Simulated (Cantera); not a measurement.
**C2H2 + H2 (carbon deposition, reforming and gasification)**

Input: 1 mol C2H2, 54 mol H2, at 220 Pa.

These are equilibrium values from Cantera (NASA tables, ideal gas, pure condensed phases), not measurements of a reactor. Candidate condensed phases: C, C6H6, C7H8, C8H18; 76 gas species. Equilibrium is a limit: real reactors are often held back by kinetics, nucleation or transport.

| T (°C) | log p H2 | log p H | log p CH4 | log p C2H2 (acetylene) | n C(graphite) |
|---|---|---|---|---|---|
| 302 | -2.67 | <-14 | -4.08 | <-14 | 0 |
| 502 | -2.66 | -13.33 | -5.01 | <-14 | 1.76 |
| 702 | -2.66 | -10.27 | -6.22 | -11.90 | 1.98 |
| 902 | -2.66 | -8.24 | -7.03 | -9.85 | 2.00 |
| 1102 | -2.66 | -6.79 | -7.62 | -8.41 | 2.00 |
| 1302 | -2.66 | -5.71 | -8.06 | -7.33 | 2.00 |
| 1502 | -2.66 | -4.87 | -8.40 | -6.51 | 1.98 |
| 1702 | -2.67 | -4.20 | -8.68 | -5.86 | 1.93 |
| 1902 | -2.70 | -3.66 | -8.96 | -5.36 | 1.77 |
| 2102 | -2.79 | -3.25 | -9.31 | -5.00 | 1.40 |
| 2302 | -2.98 | -2.95 | -9.83 | -4.81 | 0.666 |
log p: log10 of the partial pressure in bar; n: condensed amount in mol.

At 302 °C nothing is condensed. From 502 °C to 2302 °C the condensed part is C(graphite). The main C-bearing gas is CH4 at 302 °C and C2H2 (acetylene) at 2302 °C. The share of C in condensed phases is highest at 1102 °C (100.0 %) and lowest at 302 °C (0.0 %).
